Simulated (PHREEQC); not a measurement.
A solution holds 0.0026 mol FeSO4, 0.025 mol MgSO4 and 0.00091 mol HCl per kg of water, at 25 °C. Closed to the air; pH follows from the charge balance.

Equilibrium calculation in PHREEQC: Pitzer model, pitzer.dat.

```
quantity                          before    after
------------------------------  --------  -------
pH                                  3.39     3.90
HSO4- (mol/kgw)                 0.000372  3.73e-5
SI of Epsomite (MgSO4:7H2O)        -2.39    -3.31
SI of Hexahydrite (MgSO4:6H2O)     -2.67    -3.59
```

### Question
What was changed between the two runs?
A. FeSO4 from 0.0026 to 0.0039 mol/kgw
B. diluted 10-fold with water
C. diluted 5-fold with water
D. temperature from 25 to 85 °C
E. MgSO4 from 0.025 to 0.005 mol/kgw

### Answer
C, diluted 5-fold with water

Precipitation was switched off in this run.
